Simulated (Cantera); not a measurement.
## Ignition delay

Mixture: C₃H₈ : O₂ : N₂ = 1 : 5.1 : 19.2 (molar parts), equivalence ratio 0.98, at 2.00 bar, adiabatic and at constant pressure. Ignition delay is the time to a rise of 400 K.

Computed with Cantera and GRI-Mech 3.0 (53 species, 325 reactions). GRI-Mech 3.0 was tuned for natural gas; its chemistry of propane as a main component is partial and can be far from experiment.

```json
[
 {"T0 (K)": "1275", "delay (ms)": "1.08"},
 {"T0 (K)": "1325", "delay (ms)": "0.470"},
 {"T0 (K)": "1375", "delay (ms)": "0.224"},
 {"T0 (K)": "1425", "delay (ms)": "0.116"},
 {"T0 (K)": "1475", "delay (ms)": "0.0658"},
 {"T0 (K)": "1525", "delay (ms)": "0.0402"},
 {"T0 (K)": "1575", "delay (ms)": "0.0262"},
 {"T0 (K)": "1625", "delay (ms)": "0.0181"},
 {"T0 (K)": "1675", "delay (ms)": "0.0132"},
 {"T0 (K)": "1725", "delay (ms)": "0.0100"}
]
```

```yaml
apparent activation energy between 1625 and 1725 K: 140 kJ/mol
```
